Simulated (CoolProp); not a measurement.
Saturation properties of nitrous oxide (Tc = 36.4 °C, pc = 7.245 MPa, ω = 0.161).

The numbers come from the reference Helmholtz-energy equation of state, Lemmon 2006 in CoolProp. It is a short technical equation, of lower accuracy than the large ones.

```json
[
 {"T (°C)": "-51.05", "p (MPa)": "0.6214", "enthalpy of vaporisation (kJ/kg)": "327.4", "liquid cp (kJ/(kg K))": "___", "vapour Z": "0.9058", "surface tension (mN/m)": "15.5"},
 {"T (°C)": "-47.25", "p (MPa)": "0.7197", "enthalpy of vaporisation (kJ/kg)": "322.0", "liquid cp (kJ/(kg K))": "1.811", "vapour Z": "0.8958", "surface tension (mN/m)": "14.7"},
 {"T (°C)": "-43.55", "p (MPa)": "0.8261", "enthalpy of vaporisation (kJ/kg)": "___", "liquid cp (kJ/(kg K))": "1.827", "vapour Z": "0.8854", "surface tension (mN/m)": "13.9"},
 {"T (°C)": "-39.75", "p (MPa)": "0.9471", "enthalpy of vaporisation (kJ/kg)": "___", "liquid cp (kJ/(kg K))": "1.845", "vapour Z": "0.8741", "surface tension (mN/m)": "13.1"},
 {"T (°C)": "-36.05", "p (MPa)": "1.077", "enthalpy of vaporisation (kJ/kg)": "304.8", "liquid cp (kJ/(kg K))": "___", "vapour Z": "___", "surface tension (mN/m)": "12.3"},
 {"T (°C)": "-32.25", "p (MPa)": "1.224", "enthalpy of vaporisation (kJ/kg)": "298.5", "liquid cp (kJ/(kg K))": "1.889", "vapour Z": "0.8498", "surface tension (mN/m)": "11.6"},
 {"T (°C)": "-28.55", "p (MPa)": "1.380", "enthalpy of vaporisation (kJ/kg)": "292.2", "liquid cp (kJ/(kg K))": "1.914", "vapour Z": "___", "surface tension (mN/m)": "10.8"},
 {"T (°C)": "-24.85", "p (MPa)": "1.551", "enthalpy of vaporisation (kJ/kg)": "285.6", "liquid cp (kJ/(kg K))": "1.942", "vapour Z": "0.8232", "surface tension (mN/m)": "10.1"},
 {"T (°C)": "-21.05", "p (MPa)": "1.742", "enthalpy of vaporisation (kJ/kg)": "278.5", "liquid cp (kJ/(kg K))": "___", "vapour Z": "0.8084", "surface tension (mN/m)": "9.32"},
 {"T (°C)": "-17.35", "p (MPa)": "1.943", "enthalpy of vaporisation (kJ/kg)": "271.4", "liquid cp (kJ/(kg K))": "2.011", "vapour Z": "0.7933", "surface tension (mN/m)": "8.61"},
 {"T (°C)": "-13.55", "p (MPa)": "2.167", "enthalpy of vaporisation (kJ/kg)": "263.7", "liquid cp (kJ/(kg K))": "2.054", "vapour Z": "0.7769", "surface tension (mN/m)": "7.88"},
 {"T (°C)": "-9.85", "p (MPa)": "2.403", "enthalpy of vaporisation (kJ/kg)": "255.8", "liquid cp (kJ/(kg K))": "2.101", "vapour Z": "0.7600", "surface tension (mN/m)": "7.18"},
 {"T (°C)": "-6.05", "p (MPa)": "2.664", "enthalpy of vaporisation (kJ/kg)": "___", "liquid cp (kJ/(kg K))": "2.159", "vapour Z": "0.7417", "surface tension (mN/m)": "6.48"}
]
```

Task: Complete the blanks.

Result: 
- -51.05, liquid cp (kJ/(kg K)): 1.796
- -43.55, enthalpy of vaporisation (kJ/kg): 316.5
- -39.75, enthalpy of vaporisation (kJ/kg): 310.6
- -36.05, liquid cp (kJ/(kg K)): 1.866
- -36.05, vapour Z: 0.8625
- -28.55, vapour Z: 0.8369
- -21.05, liquid cp (kJ/(kg K)): 1.975
- -6.05, enthalpy of vaporisation (kJ/kg): 247.3

It boils at -88.5 °C under 1 atm.

Surface tension comes from a separate correlation (Mulero 2012).
